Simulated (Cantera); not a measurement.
**Ignition delay**

Mixture: 40.3 % H₂, 12.6 % O₂, 47.1 % N₂, equivalence ratio 1.6, at 750 Torr, adiabatic and at constant pressure. Ignition delay is the time to a rise of 400 K.

Cantera simulation using the H2/O2 subset of GRI-Mech 3.0, which has no nitrogen chemistry; the numbers are that mechanism's predictions, not measurements. Where the delays flatten at high temperature, the 400 K rule measures the pace of heat release, not the induction time.

```csv
T0 (K),delay (ms)
1125,0.0795
1225,0.0437
1325,0.0286
1425,0.0212
1525,0.0175
1625,0.0158
1725,0.0153
1825,0.0157
1925,0.0167
```
